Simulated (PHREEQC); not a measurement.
Solution (25 °C): 6.7e-05 mol/kgw CaSO4, 0.13 mol/kgw Na2SO4 and 5.2e-05 mol/kgw MgSO4. Closed to the air; pH follows from the charge balance.

Model: ion-association model, phreeqc.dat, run in PHREEQC.

```tsv
quantity	before	after
pH	7.24	7.54
ionic strength (mol/kgw)	0.333	0.333
Na+ (mol/kgw)	0.231	0.231
SO4-2 (mol/kgw)	0.101	0.101
NaSO4- (mol/kgw)	0.0288	0.0288
CaSO4 (mol/kgw)	3.56e-5	3.56e-5
SI of Gypsum (CaSO4:2H2O)	-2.09	-2.09
```

Task: What was changed between the two runs?
A) diluted 5-fold with water
B) MgSO4 left out
C) Na2SO4 replaced by Na3PO4 at the same molality
D) Na2SO4 from 0.13 to 0.117 mol/kgw
E) MgSO4 from 5.2e-05 to 5.2e-06 mol/kgw

Result: E, MgSO4 from 5.2e-05 to 5.2e-06 mol/kgw

This is a speciation only: nothing precipitates in the calculation.
